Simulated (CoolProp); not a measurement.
Hydrogen chloride at several states: fugacity coefficient from the reference equation and from simpler models built on Tc = 324.7 K, pc = 8314 kPa, ω = 0.130; each cubic takes its own stable root.

Computed with CoolProp (reference Helmholtz-energy equation of state, Thol 2018).

| T (K) | p (kPa) | phase | reference |
|---|---|---|---|
| 242.8 | 35000 | liquid | 0.04731 |
| 169.1 | 8600 | liquid | 0.004117 |
| 267.7 | 28700 | liquid | 0.09833 |
| 637.8 | 7120 | gas | 0.9716 |
| 586.6 | 241 | gas | 0.9985 |

### Question
How far does each simpler model (van der Waals, Peng-Robinson) lie from the reference over these 5 states: mean and median of the absolute difference, and the worst?

### Answer
- van der Waals: mean 255.7 %, median 99.4 %, worst +992.5 % at 169.1 K and 8600 kPa
- Peng-Robinson: mean 1.9 %, median 2.4 %, worst +3.6 % at 267.7 K and 28700 kPa
